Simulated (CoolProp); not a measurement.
Saturation properties of CHF3 (R23).

Model: reference Helmholtz-energy equation of state, Penoncello 2003, in CoolProp.

| T (K) | p (MPa) | vapour density (kg/m³) | enthalpy of vaporisation (kJ/kg) | liquid viscosity (µPa s) | liquid conductivity (mW/(m K)) |
|---|---|---|---|---|---|
| 154.6 | 0.006760 | 0.3711 | 267.0 | 626 | 178 |
| 157.9 | 0.009173 | 0.4939 | 264.6 | 579 | 173 |
| 161.2 | 0.01227 | 0.6482 | 262.2 | 537 | 168 |
| 164.4 | 0.01605 | 0.8334 | 259.9 | 501 | 164 |
| 167.7 | 0.02092 | 1.067 | 257.5 | 467 | 159 |
| 171 | 0.02694 | 1.351 | 255.0 | 437 | 155 |
| 174.3 | 0.03430 | 1.694 | 252.6 | 410 | 152 |
| 177.5 | 0.04293 | 2.088 | 250.1 | 386 | 148 |
| 180.8 | 0.05358 | 2.569 | 247.6 | 364 | 145 |
| 184.1 | 0.06627 | 3.133 | 245.0 | 343 | 141 |
| 187.3 | 0.08076 | 3.770 | 242.5 | 325 | 138 |
| 190.6 | 0.09825 | 4.530 | 239.8 | 308 | 135 |
| 193.9 | 0.1186 | 5.405 | 237.1 | 292 | 133 |

It boils at 191.1 K under 1 atm.

Viscosity comes from a separate model (Shan 2000). Thermal conductivity comes from a separate model (Shan 2000).
